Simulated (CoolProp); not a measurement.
A single-stage vapour-compression cycle with the fluid: evaporating at 322.15 K (dew point), condensing at 356.15 K (bubble point), superheat 0 K, subcooling 0 K, compressor efficiency 0.85, no pressure losses. The same conditions are run with several fluids, on thermodynamics alone (safety and materials aside).

Computed with CoolProp (reference Helmholtz-energy equation of state of each fluid (chlorine: Thol 2021; dimethyl ether: Wu 2011; R1233zd(E): Akasaka 2022; R245ca: Zhou 2016; R227EA: Lemmon 2016; cyclohexane: Zhou 2014)).

```csv
fluid,cooling COP,pressure ratio,discharge temperature (K),refrigerating effect (kJ/kg),volumetric capacity (kJ/m³)
chlorine,6.67,2.02,391.8,[?],[?]
dimethyl ether,6.34,2.12,364.6,[?],6270
R1233zd(E),6.72,2.48,356.2,134,2040
R245ca,6.68,2.64,356.2,141,[?]
R227EA,4.75,2.22,356.1,49.4,3600
cyclohexane,7.18,3.10,356.1,307,343
```

Question: What belongs in the gaps?

Answer: 
- chlorine, refrigerating effect (kJ/kg): 190
- chlorine, volumetric capacity (kJ/m³): 8470
- dimethyl ether, refrigerating effect (kJ/kg): 267
- R245ca, volumetric capacity (kJ/m³): 1770

The compression ends wet for: R1233zd(E); R245ca; R227EA; cyclohexane.
